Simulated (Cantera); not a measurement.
Charge: 1 mol Si, 1.4 mol NH3, 1.7 mol CO, 0.099 mol CO2, held at 1725 K and 345 Torr.

Equilibrium computed with Cantera from the NASA thermochemical tables; the gas is ideal and each condensed phase is pure. Rates play no part.

```json
[
 {"species": "H2", "before": "0.566", "after": "0.723"},
 {"species": "N2", "before": "0.0543", "after": "0.207"},
 {"species": "CO", "before": "0.377", "after": "0.0680"},
 {"species": "SiO", "before": "0.00142", "after": "4.80e-8"},
 {"species": "H", "before": "0.000206", "after": "1.99e-6"},
 {"species": "C2H2 (acetylene)", "before": "5.22e-5", "after": "5.96e-7"},
 {"species": "HNC", "before": "2.34e-5", "after": "8.73e-7"},
 {"species": "CH4", "before": "0.000147", "after": "0.00163"},
 {"species": "NH3", "before": "1.57e-6", "after": "1.46e-5"},
 {"species": "HCN", "before": "0.000735", "after": "9.92e-5"},
 {"species": "C(graphite), mol", "before": "0.400", "after": "1.60"},
 {"species": "Si2N2O(s), mol", "before": "0.497", "after": "0.0997"},
 {"species": "SiO2(β-quartz), mol", "before": "0", "after": "0.801"}
]
```
Gas species are given as mole fractions.

**Question.** What was changed between the two runs?
A) temperature from 1725 K to 1500 K
B) temperature from 1725 K to 1323 K
C) temperature from 1725 K to 1200 K
D) temperature from 1725 K to 1075 K

**Answer.** B, temperature from 1725 K to 1323 K. Mutual solubility and eutectic melting of coexisting phases are not modelled. The tables hold silica as quartz up to 1696 K and as liquid above; real silica turns to tridymite and cristobalite and melts near 1996 K
